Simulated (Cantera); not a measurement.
Input: 1 mol Si(CH3)4, 0.65 mol HCl, 5.1 mol H2, held at 2475 K and 320 Pa.

Equilibrium computed with Cantera from the NASA thermochemical tables; the gas is ideal and each condensed phase is pure. Candidate condensed phases: C, C6H6, C7H8, C8H18, Si, SiC; 109 gas species. The tables' values for SiCl are old estimates; treat these amounts as uncertain. Gases not in the tables: Si2H6 and higher silanes. Equilibrium is a limit: real reactors are often held back by kinetics, nucleation or transport.

Base state: H2 0.583, H 0.304, Si 0.0503, HCl 0.0309, SiC2 0.0121, Cl 0.0114, C2H2 (acetylene) 0.00567, Si2C 0.00122 (mole fractions); condensed: C(graphite).

Q: What changes in the equilibrium state with this change: temperature from 2475 K to 1298.15 K?

A: 
```
species             before    after
----------------  --------  -------
H2                   0.583    0.945
HCl                 0.0309   0.0553
SiCl2             0.000101  2.52e-5
H                    0.304  1.85e-5
Si                  0.0503    <1e-9
SiC2                0.0121    <1e-9
Cl                  0.0114  9.11e-7
Si2C               0.00122    <1e-9
SiH               0.000596    <1e-9
SiCl              0.000535    <1e-9
C2H               0.000201    <1e-9
C3                0.000105    <1e-9
C(graphite), mol      3.43     3.00
SiC(s), mol              0    1.000
```

Q: What changes in the equilibrium state with this change: HCl from 0.65 to 0.28 mol?

A: 
```json
[
 {"species": "H2", "before": "0.583", "after": "0.600"},
 {"species": "H", "before": "0.304", "after": "0.308"},
 {"species": "Si", "before": "0.0503", "after": "0.0520"},
 {"species": "HCl", "before": "0.0309", "after": "0.0138"},
 {"species": "Cl", "before": "0.0114", "after": "0.00502"},
 {"species": "SiC2", "before": "0.0121", "after": "0.0126"},
 {"species": "SiCl2", "before": "0.000101", "after": "2.02e-5"},
 {"species": "SiCl", "before": "0.000535", "after": "0.000244"},
 {"species": "C(graphite), mol", "before": "3.43", "after": "3.43"}
]
```
